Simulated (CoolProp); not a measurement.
Cyclopentane at 511.45 K and 1.91 MPa is throttled through a valve to 1.28 MPa with no heat exchange. Each further row changes one setting.

Values from CoolProp's reference Helmholtz-energy equation of state, Gedanitz 2015.

```json
[
 {"case": "as stated", "temperature change (K)": "-5.4", "final density (kg/m³)": "?"},
 {"case": "outlet pressure 0.384 MPa", "temperature change (K)": "-12.6", "final density (kg/m³)": "?"},
 {"case": "outlet pressure 1.66 MPa", "temperature change (K)": "?", "final density (kg/m³)": "?"}
]
```

### Question
Some entries are withheld; supply them.

### Answer

- as stated, final density (kg/m³): 24.0
- outlet pressure 0.384 MPa, final density (kg/m³): 6.71
- outlet pressure 1.66 MPa, temperature change (K): -2.2
- outlet pressure 1.66 MPa, final density (kg/m³): 32.1
